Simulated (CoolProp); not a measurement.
Vapour pressure (MPa) of C2F6 (R116): the reference equation beside estimates from Tc = 293.0 K, pc = 3.048 MPa, ω = 0.257. Clausius-Clapeyron is anchored at 192.6 K with a constant enthalpy of vaporisation of 16.29 kJ/mol.

Computed with CoolProp (reference Helmholtz-energy equation of state, Lemmon 2006). It is a short technical equation, of lower accuracy than the large ones.

| T (K) | reference | Clausius-Clapeyron | Soave-Redlich-Kwong | Peng-Robinson |
|---|---|---|---|---|
| 179.8 | 0.04112 | 0.04295 | 0.04069 | 0.04140 |
| 184.1 | … | 0.05540 | … | 0.05417 |
| 188.3 | 0.06940 | 0.07024 | … | 0.06950 |
| 192.6 | 0.08861 | 0.08861 | 0.08811 | … |
| 196.8 | 0.1112 | 0.1101 | 0.1107 | 0.1109 |
| 201.1 | 0.1386 | 0.1362 | 0.1383 | 0.1382 |
| 205.3 | 0.1703 | … | … | 0.1696 |
| 209.6 | 0.2081 | 0.2022 | 0.2083 | 0.2072 |

Complete the blanks.


- 184.1, reference: 0.05397
- 184.1, Soave-Redlich-Kwong: 0.05348
- 188.3, Soave-Redlich-Kwong: 0.06889
- 192.6, Peng-Robinson: 0.08856
- 205.3, Clausius-Clapeyron: 0.1663
- 205.3, Soave-Redlich-Kwong: 0.1702

Absolute difference from the reference over all 8 rows, mean and median: Clausius-Clapeyron 2.0 and 2.0 %, Soave-Redlich-Kwong 0.5 and 0.5 %, Peng-Robinson 0.3 and 0.3 %.
